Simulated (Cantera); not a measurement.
Equilibrium for iron carbonyl, mercury and lead vapours: HgO + O2 + H2

Feed: 1 mol HgO, 0.32 mol O2, 19 mol H2, at 9.50 bar.

Method: chemical equilibrium by Gibbs-energy minimisation in Cantera with the NASA 1993 tables (ideal gas, pure condensed phases). Candidate condensed phases: H2O, Hg, HgO; 10 gas species. Rates play no part.

From 450 K to 550 K the condensed part is Hg(l). From 650 K to 1250 K nothing is condensed. The main Hg-bearing gas is Hg throughout.

| T (K) | log p H2 | log p H2O | log p Hg | log p H | n Hg(l) |
|---|---|---|---|---|---|
| 450 | 0.94 | -0.09 | -1.98 | <-11 | 0.979 |
| 550 | 0.93 | -0.10 | -0.72 | <-11 | 0.607 |
| 650 | 0.92 | -0.11 | -0.32 | <-11 | 0 |
| 750 | 0.92 | -0.11 | -0.32 | <-11 | 0 |
| 850 | 0.92 | -0.11 | -0.32 | -10.23 | 0 |
| 950 | 0.92 | -0.11 | -0.32 | -8.80 | 0 |
| 1050 | 0.92 | -0.11 | -0.32 | -7.63 | 0 |
| 1150 | 0.92 | -0.11 | -0.32 | -6.67 | 0 |
| 1250 | 0.92 | -0.11 | -0.32 | -5.86 | 0 |
log p: log10 of the partial pressure in bar; n: condensed amount in mol.
